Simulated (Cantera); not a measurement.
Abatement and gas-phase synthesis: HI + O₂ + H₂

A closed system holds: 1 mol HI, 0.027 mol O₂, 2.1 mol H₂, equilibrated at 1175 K.

Equilibrium computed with Cantera from the NASA thermochemical tables; the gas is ideal and each condensed phase is pure. Candidate condensed phases: H₂O, I₂; 12 gas species. The ideal-gas law is rough above about 30 bar. Kinetics and transport are ignored.

| P (Pa) | x H₂ | x HI | x I | x H₂O | x I₂ | x H | x OH |
|---|---|---|---|---|---|---|---|
| 10 | 0.701 | 0.0434 | 0.240 | 0.0153 | 0.000118 | 1.03e-5 | 1.56e-9 |
| 52 | 0.695 | 0.0840 | 0.205 | 0.0156 | 0.000447 | 4.48e-6 | 7.03e-10 |
| 280 | 0.687 | 0.144 | 0.152 | 0.0161 | 0.00132 | 1.92e-6 | 3.14e-10 |
| 1400 | 0.679 | 0.204 | 0.0971 | 0.0166 | 0.00271 | 8.54e-7 | 1.45e-10 |
| 7600 | 0.673 | 0.254 | 0.0520 | 0.0170 | 0.00422 | 3.65e-7 | 6.41e-11 |
| 40000 | 0.670 | 0.283 | 0.0253 | 0.0172 | 0.00526 | 1.59e-7 | 2.84e-11 |
| 210000 | 0.668 | 0.297 | 0.0116 | 0.0173 | 0.00584 | 6.91e-8 | 1.25e-11 |
| 1100000 | 0.667 | 0.304 | 0.00521 | 0.0174 | 0.00612 | 3.02e-8 | 5.48e-12 |
| 5700000 | 0.667 | 0.307 | 0.00231 | 0.0174 | 0.00625 | 1.33e-8 | 2.41e-12 |
| 30000000 | 0.666 | 0.309 | 0.00101 | 0.0174 | 0.00631 | 5.78e-9 | 1.05e-12 |
x: gas mole fraction; nothing condenses.

From 10.0 Pa to 300 bar nothing is condensed.
